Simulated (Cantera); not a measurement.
Input: 1 mol B, 28 mol H2, 7.2 mol N2, at 0.0100 bar.

Equilibrium computed with Cantera from the NASA thermochemical tables; the gas is ideal and each condensed phase is pure. Candidate condensed phases: B, BN; 15 gas species. N2 is the only nitrogen source here; it is nearly inert below about 1500 K, so the nitride shown seldom forms there in practice. Kinetics and transport are ignored.

Q: At 477 °C, list the 3 most abundant gas species with their mole fractions, and the condensed phases.

A: H2 0.807, N2 0.193, NH3 1.63e-5. Condensed: BN(s).
